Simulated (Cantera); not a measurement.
# Premixed flame

A freely propagating, adiabatic, planar premixed flame of 26.0 % H2, 15.6 % O2, 58.5 % N2, equivalence ratio 0.84, unburnt at 375 K and 5.00 bar; mixture-averaged transport, grid criteria slope 0.08 and curve 0.16, no radiation.

Computed with Cantera and the H2/O2 subset of GRI-Mech 3.0, which has no nitrogen chemistry. The hydrogen kinetics of GRI-Mech 3.0 are dated; newer H2 mechanisms differ, most at raised pressure. Burning velocities carry a grid error of a few per cent, more on coarse grids.

```csv
z (mm),T (K),u (m/s),x H2,x O2,x H2O2,x OH,x H,x H2O
-0.163,375,1.88,0.260,0.156,<1e-8,<1e-8,<1e-8,1.31e-7
-0.109,375,1.88,0.259,0.156,1.38e-8,<1e-8,<1e-8,3.19e-6
-0.0816,376,1.88,0.256,0.156,1.33e-7,<1e-8,<1e-8,2.67e-5
-0.0544,383,1.89,0.247,0.158,1.85e-6,<1e-8,<1e-8,0.000308
-0.0272,509,2.40,0.201,0.163,8.15e-5,1.93e-5,4.24e-6,0.0119
-0.0136,868,3.95,0.149,0.149,0.000158,0.000722,0.000931,0.0576
0,1311,5.86,0.0913,0.113,4.69e-5,0.00248,0.00609,0.133
0.0136,1616,7.19,0.0481,0.0759,6.43e-6,0.00624,0.0109,0.198
0.0272,1792,7.95,0.0273,0.0548,3.66e-6,0.00979,0.0111,0.232
0.0544,1967,8.69,0.0155,0.0422,2.16e-6,0.0122,0.00733,0.254
0.109,2106,9.25,0.00948,0.0374,1.33e-6,0.0111,0.00318,0.268
0.217,2192,9.58,0.00487,0.0353,8.53e-7,0.00843,0.00105,0.278
0.435,2235,9.74,0.00223,0.0346,5.83e-7,0.00598,0.000316,0.284
```
x: mole fraction of selected species; z is measured from the peak of heat release.

```yaml
laminar_burning_velocity: 188 cm/s
thermal_thickness: 0.0544 mm
peak x(H2O2): 0.000161
peak x(OH): 0.0122
peak x(H): 0.0115
grid_points: 111
```
